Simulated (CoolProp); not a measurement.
Computed with CoolProp (reference Helmholtz-energy equation of state, Thol 2016).

For hexamethyldisiloxane (MM), give the phase and the Z, cp (kJ/(kg K)) at 417.2 K and 2.58 MPa; 448.4 K and 2.58 MPa; 557.6 K and 2.58 MPa.


- 417.2 K and 2.58 MPa: liquid; Z 0.192, cp 2.23
- 448.4 K and 2.58 MPa: liquid; Z 0.192, cp 2.34
- 557.6 K and 2.58 MPa: supercritical; Z 0.531, cp 2.98
